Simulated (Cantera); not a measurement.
Mixture: CH₄ : CO : O₂ : N₂ : H₂O = 1 : 0.14 : 4.7 : 17.7 : 1.5 (molar parts), at 5.90 bar, adiabatic and at constant pressure. Ignition delay is the time to a rise of 400 K.

Cantera simulation using GRI-Mech 3.0 (53 species, 325 reactions); the numbers are that mechanism's predictions, not measurements.

Task: What does this change do: O2 4.7 to 1.9 parts?

Result: 
```tsv
quantity	before	after
delay at 1175 K	8.99 ms	35.0 ms
delay at 1325 K	1.43 ms	5.89 ms
delay at 1475 K	0.301 ms	1.13 ms
delay at 1625 K	79.7 µs	0.238 ms
delay at 1775 K	26.6 µs	62.6 µs
apparent activation energy between 1700 and 1850 K	170 kJ/mol	210 kJ/mol
```

Task: What does this change do: pressure from 5.90 bar to 29.0 bar?

Result: 
```tsv
quantity	before	after
delay at 1175 K	8.99 ms	2.02 ms
delay at 1325 K	1.43 ms	0.333 ms
delay at 1475 K	0.301 ms	77.5 µs
delay at 1625 K	79.7 µs	22.3 µs
delay at 1775 K	26.6 µs	7.56 µs
apparent activation energy between 1700 and 1850 K	170 kJ/mol	180 kJ/mol
```
The pressure lies above the range GRI-Mech 3.0 was tuned for (to about 10 atm).
